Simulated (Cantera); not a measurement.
A Cantera script and what it prints.

```python
import numpy as np
import cantera as ct

gas_names = [...]  # 113 gases of nasa_gas.yaml made of C, H, O, Pb
cond_names = """
    C(gr) C6H6(L) C7H8(L) C8H18(L),n-octa H2O(s) H2O(L) Pb(cr) Pb(L) PbO(rd) PbO(yw) PbO(L) PbO2(s)
    Pb3O4(s)
""".split()


# ... load() reads the species with a 1 bar reference pressure and builds the phases ...
atoms = {
    'Pb': {'Pb': 1},
    'H2': {'H': 2},
    'CO': {'C': 1, 'O': 1},
}
top_T = {'C(gr)': 4500, 'Pb3O4(s)': 820}  # K; cautious upper limits of use, not melting points


# ... equilibrate(T, P, feed) seeds the gas with the atoms and calls Mixture.equilibrate('TP', solver="vcs", rtol=1e-11, max_steps=5000) ...
results = []
feed = {'Pb': 1, 'H2': 0.041, 'CO': 3.2}  # mol
T = 1600  # K
P = 86000  # Pa
mix = equilibrate(T, P, feed)
results.append((T, P, feed, dict(zip(mix.species_names, mix.species_moles))))
print(gas.report(threshold=0.0001))
for i in range(1, mix.n_phases):
    print(f"{mix.phase(i).name:16s} {mix.phase_moles(i):12.5e} mol")
```

It prints:

```
       temperature   1600 K
          pressure   86000 Pa
           density   0.26085 kg/m^3
  mean mol. weight   40.351 kg/kmol
   phase of matter   gas

                          1 kg             1 kmol
                     ---------------   ---------------
          enthalpy        -1.152e+06       -4.6485e+07  J
   internal energy       -1.4817e+06       -5.9788e+07  J
           entropy            6219.3        2.5095e+05  J/K
    Gibbs function       -1.1103e+07       -4.4801e+08  J
 heat capacity c_p            854.05             34462  J/K
 heat capacity c_v               648             26147  J/K

                      mass frac. Y      mole frac. X     chem. pot. / RT
                     ---------------   ---------------   ---------------
                CO           0.63692           0.91753           -35.512
               CO2        0.00022966        0.00021057           -68.713
                H2        0.00058702          0.011749           -23.388
                Pb           0.36171           0.07044           -11.391
     [ +109 minor]        0.00055341        6.8494e-05

C(gr)             7.59455e-04 mol
Pb(L)             7.54073e-01 mol
PbO(L)            0.00000e+00 mol
```

Method: chemical equilibrium by Gibbs-energy minimisation in Cantera with the NASA 1993 tables (ideal gas, pure condensed phases).
